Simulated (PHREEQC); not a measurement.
## Buffer (model solution)

A solution holds 0.03 mol/kgw KH2PO4 and 0.0085 mol/kgw KOH, at 25 °C. Closed to the air; pH follows from the charge balance.

Equilibrium calculation in PHREEQC: ion-association model, phreeqc.dat.

Each row changes one thing in this solution. No solid was allowed to form.

```json
[
 {"case": "as made", "pH": "6.54", "ionic strength (mol/kgw)": "0.0464", "H2PO4- (mol/kgw)": "0.0215", "HPO4-2 (mol/kgw)": "0.00822", "KHPO4- (mol/kgw)": "0.000285", "PO4-3 (mol/kgw)": "3.62e-8"},
 {"case": "0.0021 mol/kgw Ca(OH)2 added", "pH": "6.77", "ionic strength (mol/kgw)": "0.0520", "H2PO4- (mol/kgw)": "0.0171", "HPO4-2 (mol/kgw)": "0.0112", "KHPO4- (mol/kgw)": "0.000375", "PO4-3 (mol/kgw)": "8.65e-8"},
 {"case": "KOH from 0.0085 to 0.0425 mol/kgw", "pH": "11.38", "ionic strength (mol/kgw)": "0.119", "H2PO4- (mol/kgw)": "6.11e-7", "HPO4-2 (mol/kgw)": "0.0198", "KHPO4- (mol/kgw)": "0.000946", "PO4-3 (mol/kgw)": "0.00928"},
 {"case": "0.0026 mol/kgw Na2SO4 added", "pH": "6.53", "ionic strength (mol/kgw)": "0.0536", "H2PO4- (mol/kgw)": "0.0215", "HPO4-2 (mol/kgw)": "0.00819", "KHPO4- (mol/kgw)": "0.000270", "PO4-3 (mol/kgw)": "3.71e-8"},
 {"case": "KOH replaced by K2HPO4 at the same molality", "pH": "6.38", "ionic strength (mol/kgw)": "0.0548", "H2PO4- (mol/kgw)": "0.0300", "HPO4-2 (mol/kgw)": "0.00817", "KHPO4- (mol/kgw)": "0.000329", "PO4-3 (mol/kgw)": "2.66e-8"},
 {"case": "KH2PO4 from 0.03 to 0.06 mol/kgw", "pH": "6.11", "ionic strength (mol/kgw)": "0.0761", "H2PO4- (mol/kgw)": "0.0515", "HPO4-2 (mol/kgw)": "0.00808", "KHPO4- (mol/kgw)": "0.000428", "PO4-3 (mol/kgw)": "1.63e-8"}
]
```

Some of these states are supersaturated (in Hydroxyapatite, for instance).
